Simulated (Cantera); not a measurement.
Feed: 1 mol MgO, 3.7 mol CO, 0.72 mol C, at 13.3 mbar.

These are equilibrium values from Cantera (NASA tables, ideal gas, pure condensed phases), not measurements of a reactor. Candidate condensed phases: C, Mg, MgCO3, MgO; 15 gas species. Kinetics and transport are ignored.

Q: Which condensed phases are stable at each of these points (T (°C)): 827, 902, 977, 1052, 1127, 1202, 1277, 1352, 1427, 1502, 1577, 1652, 1727, 1802?

A: 
| T (°C) | condensed phases | Mg condensed (%) |
|---|---|---|
| 827 | C(graphite) + MgO(s) | 100.0 |
| 902 | C(graphite) + MgO(s) | 100.0 |
| 977 | C(graphite) + MgO(s) | 100.0 |
| 1052 | C(graphite) + MgO(s) | 100.0 |
| 1127 | C(graphite) + MgO(s) | 100.0 |
| 1202 | C(graphite) + MgO(s) | 99.5 |
| 1277 | C(graphite) + MgO(s) | 93.7 |
| 1352 | MgO(s) | 28.0 |
| 1427 | MgO(s) | 28.0 |
| 1502 | MgO(s) | 28.0 |
| 1577 | MgO(s) | 27.9 |
| 1652 | MgO(s) | 27.7 |
| 1727 | MgO(s) | 27.2 |
| 1802 | MgO(s) | 26.0 |

From 827 °C to 1277 °C the condensed part is C(graphite) + MgO(s). From 1352 °C to 1802 °C the condensed part is MgO(s).
